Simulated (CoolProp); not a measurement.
Saturation properties of carbon dioxide.

Computed with CoolProp (reference Helmholtz-energy equation of state, Span 1996).

| T (°C) | p (MPa) | liquid cp (kJ/(kg K)) | liquid viscosity (µPa s) | vapour viscosity (µPa s) |
|---|---|---|---|---|
| -38.65 | (withheld) | 2.019 | 189 | 11.8 |
| -33.05 | 1.287 | 2.052 | 172 | 12.1 |
| -27.35 | 1.559 | (withheld) | 157 | 12.5 |
| -21.75 | 1.865 | 2.146 | 144 | 12.8 |
| -16.05 | 2.220 | 2.214 | 131 | 13.2 |
| -10.45 | 2.615 | 2.299 | 120 | 13.6 |
| -4.75 | 3.067 | 2.414 | 109 | 14.1 |
| 0.85 | (withheld) | 2.569 | 98.9 | 14.6 |
| 6.55 | 4.129 | 2.799 | 89.3 | 15.3 |
| 12.15 | 4.747 | 3.158 | (withheld) | 16.1 |
| 17.85 | 5.446 | 3.832 | 70.5 | 17.3 |
| 23.55 | (withheld) | 5.516 | 60.2 | (withheld) |

Problem. Complete the blanks.

Solution. 
- -38.65, p (MPa): 1.055
- -27.35, liquid cp (kJ/(kg K)): 2.094
- 0.85, p (MPa): 3.564
- 12.15, liquid viscosity (µPa s): 80.0
- 23.55, p (MPa): 6.223
- 23.55, vapour viscosity (µPa s): 19.1

Viscosity comes from a separate model (Laesecke 2017).
